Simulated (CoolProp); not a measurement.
Vapour-liquid equilibrium of propane (1) + toluene (2) at 302.8 K; x and y are mole fractions of (1).

Computed with CoolProp (multi-fluid Helmholtz-energy mixture model, Lemmon 2009 and Lemmon 2006; pair parameters Bell 2016).

### Question
Give the bubble pressure and the first vapour's composition at x = 0.2, 0.35, 0.5. Is there an azeotrope?

### Answer
x = 0.2: 0.3348 MPa, y = 0.986; x = 0.35: 0.5196 MPa, y = 0.991; x = 0.5: 0.6561 MPa, y = 0.994. No azeotrope shows between x = 0.05 and 0.95.

Pair parameters are fitted to limited data, so mixtures are less certain than the pure fluids. The gap from Raoult's law changes sign with composition, which may be real or a fault of the pair parameters; it wasn't checked against measurements. With so large a gap from Raoult's law the liquid may split in two, which this calculation doesn't test in full.
